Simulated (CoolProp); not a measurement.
Model: reference Helmholtz-energy equation of state, Gao 2022, in CoolProp.

Give the vapour pressure (MPa), liquid density (kg/m³), liquid cp (kJ/(kg K)), vapour Z of saturated n-perfluorohexane at 313.4 K.


```csv
T (K),p (MPa),liquid density (kg/m³),liquid cp (kJ/(kg K)),vapour Z
313.4,0.0551,1630,1.07,0.960
```
